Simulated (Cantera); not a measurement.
A perfectly stirred reactor is fed with 10.1 % CO, 3.43 % H₂, 1.82 % CH₄, 10.7 % O₂, 74.0 % N₂, at 100000 Pa; it is adiabatic with a 673 K inlet, and is followed from long to short residence time, starting on the burning branch (τ in s: 0.024, 0.011, 0.005, 0.0023, 0.001, 0.00047, 0.00021, 9.7e-05, 4.4e-05, 2e-05, 9.1e-06, 4.2e-06).

Computed with Cantera and GRI-Mech 3.0 (53 species, 325 reactions).

Q: Predict: blow-out, bracketed by the residence times tried; x(CO) at τ = 24.0 ms; x(H₂) at τ = 24.0 ms; x(CH₄) at τ = 24.0 ms; x(NO) at τ = 24.0 ms; x(H) at τ = 24.0 ms; x(CO) at τ = 0.210 ms; x(H₂) at τ = 0.210 ms; x(CH₄) at τ = 0.210 ms; x(NO) at τ = 0.210 ms; x(H) at τ = 0.210 ms.

A: 
| Property | Result |
|---|---|
| blow-out, bracketed by the residence times tried | burning at 97.0 µs, out at 44.0 µs |
| x(CO) at τ = 24.0 ms | 0.0163 |
| x(H₂) at τ = 24.0 ms | 0.00226 |
| x(CH₄) at τ = 24.0 ms | 3.48e-6 |
| x(NO) at τ = 24.0 ms | 0.000173 |
| x(H) at τ = 24.0 ms | 0.000909 |
| x(CO) at τ = 0.210 ms | 0.0507 |
| x(H₂) at τ = 0.210 ms | 0.00729 |
| x(CH₄) at τ = 0.210 ms | 0.000175 |
| x(NO) at τ = 0.210 ms | 2.04e-5 |
| x(H) at τ = 0.210 ms | 0.0114 |
